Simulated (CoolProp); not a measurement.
Vapour-liquid equilibrium of acetone (1) + n-dodecane (2) at 178.25 °C; x and y are mole fractions of (1).

Values from CoolProp's multi-fluid Helmholtz-energy mixture model, Lemmon 2006 and Lemmon 2004; pair parameters Bell 2016.

| x | bubble pressure, mixture model (MPa) | bubble pressure, Raoult's law (MPa) | y, mixture model | y, Raoult's law |
|---|---|---|---|---|
| 0.05 | 0.1168 | 0.1315 | 0.682 | 0.731 |
| 0.15 | 0.3205 | 0.3200 | 0.886 | 0.901 |
| 0.25 | 0.5477 | 0.5084 | 0.934 | 0.945 |
| 0.35 | 0.7616 | 0.6969 | 0.952 | 0.965 |
| 0.45 | 0.9442 | 0.8854 | 0.962 | 0.977 |
| 0.55 | 1.098 | 1.074 | 0.969 | 0.984 |
| 0.65 | 1.240 | 1.262 | 0.974 | 0.990 |
| 0.75 | 1.390 | 1.451 | 0.979 | 0.994 |
| 0.85 | 1.568 | 1.639 | 0.986 | 0.997 |
| 0.95 | 1.791 | 1.828 | 0.995 | 0.999 |

The largest gap from Raoult's law is -11.2 % in bubble pressure, at x = 0.05. No azeotrope shows between x = 0.05 and 0.95.

The pair parameters rest on a limited set of measurements; away from them the model extrapolates. The gap from Raoult's law changes sign with composition, which may be real or a fault of the pair parameters; it wasn't checked against measurements.
